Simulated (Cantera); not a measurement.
Catalytic combustion on Pt

An isothermal plug-flow reactor at 1100 K and 9.70 bar (inlet), inlet velocity 1.8 m/s, active area per volume 460 1/m; feed CH4 : O2 : N2 = 0.0063 : 0.19 : 0.79 (molar parts), equivalence ratio 0.066.

Detailed kinetics in Cantera: Deutschmann's 1995 Pt surface mechanism with GRI-Mech 3.0 gas chemistry. Catalytic surfaces can have several steady states; this one follows from the mechanism file's or the stated starting coverage. Mass transfer to the wall is taken as infinitely fast.

```
z (m)       x CH4   x O2     x H2O     x CO2     x CO  θ free Pt   θ O*     θ OH*
-------  --------  -----  --------  --------  -------  ---------  -----  --------
0.00091   0.00633  0.193  0.000111   5.26e-5  2.86e-6      0.148  0.851  0.000449
0.0015    0.00630  0.192  0.000183   8.80e-5  3.25e-6      0.148  0.851  0.000543
0.0025    0.00623  0.192  0.000305  0.000148  3.39e-6      0.148  0.851  0.000674
0.0042    0.00612  0.192  0.000513  0.000249  3.42e-6      0.148  0.851  0.000851
0.0071    0.00593  0.192  0.000871  0.000417  3.68e-6      0.148  0.851   0.00109
0.012     0.00556  0.191   0.00152  0.000703  6.86e-6      0.148  0.850   0.00143
0.02      0.00425  0.189   0.00374   0.00160  8.70e-5      0.149  0.849   0.00222
0.033     0.00188  0.184   0.00862   0.00411  5.05e-5      0.149  0.848   0.00336
0.055    0.000746  0.182    0.0111   0.00543  1.20e-5      0.149  0.847   0.00381
0.091    0.000264  0.181    0.0121   0.00602  3.08e-6      0.149  0.847   0.00399
```
x: gas mole fraction; θ: surface coverage.
